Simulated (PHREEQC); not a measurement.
Metal-bearing waste water: speciation

A solution holds 0.0033 mol MnSO4, 0.00054 mol NiCl2, 0.00013 mol NaF and 0.0051 mol Na2SO4 per kg of water, at 25 °C. Closed to the air; pH follows from the charge balance.

The numbers come from PHREEQC with the ion-association model, wateq4f.dat.

```
Property                 Value
--------------  --------------
pH                        6.66
ionic strength  0.0255 mol/kgw
```

```
species  molality  activity   log γ
-------  --------  --------  ------
Na+        0.0101   0.00872  -0.065
SO4-2     0.00712   0.00392  -0.259
Mn+2      0.00237   0.00134  -0.248
Cl-       0.00107  0.000917  -0.068
MnSO4    0.000927  0.000932   0.003
Ni+2     0.000381  0.000207  -0.265
NaSO4-   0.000198  0.000171  -0.063
NiSO4    0.000157  0.000158   0.003
```

This is a speciation only: nothing precipitates in the calculation.
